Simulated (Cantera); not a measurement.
A perfectly stirred reactor is fed with NH₃ : H₂ = 1 : 1 (molar parts), at 0.0345 atm; it is held at 2375 K, and followed from long to short residence time.

Computed with Cantera and the gas-phase N/H chemistry of the illustrative SiF4/NH3 mechanism in the Surface Chemkin manual (1991). Walls and surfaces, which speed up NH3 decomposition in real reactors, are not modelled.

**Question.** What does this change do: temperature 2375 to 2273 K?

**Answer.** 
| quantity | before | after |
|---|---|---|
| x(NH₃) at τ = 2.50 s | 0.000334 | 0.00540 |
| x(H₂) at τ = 2.50 s | 0.802 | 0.823 |
| x(NH₂) at τ = 2.50 s | 4.46e-5 | 0.000145 |
| x(H) at τ = 2.50 s | 0.0335 | 0.00704 |
| x(N) at τ = 2.50 s | 6.01e-5 | 1.16e-5 |
| x(NH₃) at τ = 37.0 ms | 0.204 | 0.301 |
| x(H₂) at τ = 37.0 ms | 0.694 | 0.630 |
| x(NH₂) at τ = 37.0 ms | 0.00199 | 0.00185 |
| x(H) at τ = 37.0 ms | 0.00211 | 0.00124 |
| x(N) at τ = 37.0 ms | 1.20e-5 | 6.42e-6 |
